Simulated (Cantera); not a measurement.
Cantera run, input and output.

```python
import numpy as np
import cantera as ct

gas = ct.Solution("gri30.yaml")
gas.TP = 300, 110000
flame = ct.CounterflowDiffusionFlame(gas, width=0.02)
flame.fuel_inlet.X, flame.fuel_inlet.T = {'CO': 1, 'H2': 0.18}, 400
flame.oxidizer_inlet.X, flame.oxidizer_inlet.T = {'O2': 0.27, 'N2': 0.73}, 498
flame.set_refine_criteria(ratio=3, slope=0.12, curve=0.24, prune=0.03)
show = ['OH', 'H', 'NO', 'CO']

rows = []
print(f"{'mdot':>8s}{'a_max':>10s}{'a_mean':>10s}{'Tmax/K':>9s}" + "".join(f"{s:>11s}" for s in show) + "   (peak mole fractions)")
for i, mdot in enumerate([0.66, 1, 1.6, 2.4, 3.7, 5.6, 8.6, 13]):  # kg/m2/s on the oxidiser side
    flame.oxidizer_inlet.mdot, flame.fuel_inlet.mdot = mdot, 1.2 * mdot
    flame.solve(loglevel=0, auto=(i == 0))
    if flame.T.max() < max(400, 498) + 100:
        print(f"{mdot:8.3g}  no burning solution found from the previous one")
        break
    dT = np.abs(np.gradient(flame.T, flame.grid))
    rows.append([flame.strain_rate("max"), flame.strain_rate("mean"), flame.T.max(),
                 *(flame.X[gas.species_index(s)].max() for s in show), max(dT[0], dT[-1]) / dT.max()])
    print(f"{mdot:8.3g}{rows[-1][0]:10.1f}{rows[-1][1]:10.1f}{rows[-1][2]:9.1f}" + "".join(f"{x:11.3e}" for x in rows[-1][3:-1]))
```

Output:

```
    mdot     a_max    a_mean   Tmax/K         OH          H         NO         CO   (peak mole fractions)
    0.66     358.8      92.5   2313.5  1.184e-02  9.420e-03  3.717e-04  8.599e-01
       1     526.6     140.1   2249.9  1.187e-02  1.109e-02  2.247e-04  8.592e-01
     1.6     818.4     224.2   2174.4  1.179e-02  1.319e-02  1.348e-04  8.585e-01
     2.4    1200.0     336.3   2106.4  1.156e-02  1.520e-02  9.096e-05  8.586e-01
     3.7    1807.2     518.5   2029.4  1.114e-02  1.748e-02  6.432e-05  8.583e-01
     5.6    2679.9     784.8   1953.6  1.055e-02  1.972e-02  4.910e-05  8.579e-01
     8.6    4027.5    1205.2   1871.9  9.741e-03  2.195e-02  3.755e-05  8.576e-01
      13    5958.5    1821.9   1787.3  8.780e-03  2.364e-02  2.812e-05  8.576e-01
```

Computed with Cantera and GRI-Mech 3.0 (53 species, 325 reactions). The maximum strain rate includes the flame's own expansion and is several times the mean.
